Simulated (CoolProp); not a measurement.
Vapour-liquid equilibrium of methanol (1) + benzene (2) at 1.29 MPa; x and y are mole fractions of (1).

Values from CoolProp's multi-fluid Helmholtz-energy mixture model, de Reuck 1993 and Thol 2012; pair parameters Bell 2016.

| x | bubble temperature, mixture model (°C) | bubble temperature, Raoult's law (°C) | y, mixture model | y, Raoult's law |
|---|---|---|---|---|
| 0.05 | 179.3 | 188.4 | 0.204 | 0.125 |
| 0.125 | 166.8 | 182.2 | 0.377 | 0.276 |
| 0.2 | 159.7 | 177.0 | 0.473 | 0.396 |
| 0.275 | 155.3 | 172.5 | 0.533 | 0.495 |
| 0.35 | 152.6 | 168.6 | 0.577 | 0.579 |
| 0.425 | 150.6 | 165.1 | 0.612 | 0.651 |
| 0.5 | 149.1 | 162.0 | 0.644 | 0.714 |
| 0.575 | 148.0 | 159.2 | 0.678 | 0.770 |
| 0.65 | 147.1 | 156.6 | 0.714 | 0.820 |
| 0.725 | 146.5 | 154.2 | 0.758 | 0.865 |
| 0.8 | 146.2 | 152.0 | 0.809 | 0.906 |
| 0.875 | 146.2 | 149.9 | 0.871 | 0.944 |
| 0.95 | 146.5 | 148.0 | 0.945 | 0.978 |

The largest gap from Raoult's law is -17.3 K in bubble temperature, at x = 0.2. y crosses x between x = 0.8 and 0.875: the model has an azeotrope there.

Pair parameters are fitted to limited data, so mixtures are less certain than the pure fluids.
